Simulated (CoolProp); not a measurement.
Ethylene at several states: fugacity coefficient from the reference equation and from simpler models built on Tc = 9.2 °C, pc = 5.042 MPa, ω = 0.087; each cubic takes its own stable root.

Computed with CoolProp (reference Helmholtz-energy equation of state, Smukala 2000).

| T (°C) | p (MPa) | phase | reference | Soave-Redlich-Kwong | Peng-Robinson |
|---|---|---|---|---|---|
| 56.65 | 0.0671 | gas | 0.9972 | 0.9972 | 0.9968 |
| 33.55 | 0.119 | gas | 0.9939 | 0.9938 | 0.9929 |
| 134.65 | 1.14 | gas | 0.9775 | 0.9784 | 0.9728 |
| -6.35 | 2.91 | gas | 0.7719 | 0.7722 | 0.7551 |
| -119.75 | 0.063 | liquid | 0.5537 | 0.5476 | 0.5737 |
| -49.45 | 0.447 | gas | 0.9398 | 0.9412 | 0.9373 |
